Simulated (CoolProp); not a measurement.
A closed Brayton cycle with carbon dioxide: compressor inlet 324.15 K and 8.6 MPa, high pressure 17.2 MPa, turbine inlet 660 K, compressor efficiency 0.8, turbine efficiency 0.9, recuperator effectiveness 0.8 (on enthalpy, no pinch check). Each further row changes one setting.

Computed with CoolProp (reference Helmholtz-energy equation of state, Span 1996).

| case | thermal efficiency (%) | net work (kJ/kg) | compressor to turbine work | compressor exit (K) | turbine exit (K) |
|---|---|---|---|---|---|
| as stated | 20.6 | 38.2 | 0.47 | 380.4 | 586.2 |
| turbine inlet 610 K | 18.8 | (withheld) | (withheld) | 380.4 | (withheld) |
| compressor inlet 334.15 K | (withheld) | (withheld) | 0.54 | 395.7 | 586.2 |
| high pressure 14.6 MPa | 18.6 | 31.0 | 0.45 | 366.8 | (withheld) |
| recuperator effectiveness 0.5 | (withheld) | 38.2 | 0.47 | 380.4 | 586.2 |

### Question
Some entries are withheld; supply them.

### Answer

- turbine inlet 610 K, net work (kJ/kg): 31.4
- turbine inlet 610 K, compressor to turbine work: 0.52
- turbine inlet 610 K, turbine exit (K): 539.1
- compressor inlet 334.15 K, thermal efficiency (%): 19.3
- compressor inlet 334.15 K, net work (kJ/kg): 33.0
- high pressure 14.6 MPa, turbine exit (K): 603.5
- recuperator effectiveness 0.5, thermal efficiency (%): 14.8
